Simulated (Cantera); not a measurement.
# TEOS + H2O (silicon oxide and oxynitride deposition)

Charge: 1 mol TEOS, 1.7 mol H2O, equilibrated at 0.000140 bar.

These are equilibrium values from Cantera (NASA tables, ideal gas, pure condensed phases), not measurements of a reactor. Candidate condensed phases: C, C6H6, C7H8, C8H18, H2O, Si, SiC, SiO2; 123 gas species. The feed counts by its element totals alone. The numbers say what is thermodynamically allowed, not how fast it happens.

```csv
T (K),x H2,x CO,x H,x Si,x CO2,x H2O,x SiO,x SiC2,n C(graphite),n SiO2(α-quartz),n SiO2(β-quartz),n SiC(s)
675,0.785,0.155,<1e-12,<1e-12,0.0410,0.0173,<1e-12,<1e-12,5.13,1.00,0,0
875,0.760,0.240,3.70e-9,<1e-12,8.67e-5,0.000104,<1e-12,<1e-12,4.30,0,1.00,0
1075,0.760,0.240,1.08e-6,<1e-12,1.10e-6,3.23e-6,8.70e-8,<1e-12,4.30,0,1.000,0
1275,0.672,0.327,5.11e-5,3.57e-10,1.05e-7,3.59e-7,0.000211,<1e-12,1.31,0,0,0.996
1475,0.672,0.327,0.000898,2.71e-7,1.24e-8,6.34e-8,0.000576,3.81e-10,1.32,0,0,0.990
1675,0.666,0.325,0.00801,4.17e-5,2.48e-9,1.68e-8,0.00123,2.77e-7,1.34,0,0,0.978
1875,0.634,0.317,0.0441,0.00217,6.85e-10,5.62e-9,0.00217,4.80e-5,1.41,0,0,0.920
2075,0.507,0.284,0.160,0.0424,2.04e-10,1.77e-9,0.00254,0.00246,2.20,0,0,0
```
x: gas mole fraction; n: condensed amount in mol.

At 675 K the condensed part is C(graphite) + SiO2(α-quartz). From 875 K to 1075 K the condensed part is C(graphite) + SiO2(β-quartz). From 1275 K to 1875 K the condensed part is C(graphite) + SiC(s). At 2075 K the condensed part is C(graphite).
